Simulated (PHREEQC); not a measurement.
Solution (50 °C): 0.0027 mol HF and 0.0008 mol KF per kg of water. Closed to the air; pH follows from the charge balance.

All values are PHREEQC results (ion-association model, wateq4f.dat), not measurements.

```csv
quantity,before,after
pH,3.21,3.60
ionic strength (mol/kgw),0.00145,0.00427
F- (mol/kgw),0.00143,0.00423
HF2- (mol/kgw),1.26e-5,4.36e-5
```

**Question.** Which change was made?
A) HF from 0.0027 to 0.00243 mol/kgw
B) KF from 0.0008 to 0.004 mol/kgw
C) 0.00042 mol/kgw HNO3 added
D) diluted 2-fold with water
E) 0.0025 mol/kgw HBr added

**Answer.** B, KF from 0.0008 to 0.004 mol/kgw

Precipitation was switched off in this run. At this temperature some constants are extrapolated from 25 °C, and those without enthalpy data are left unchanged.
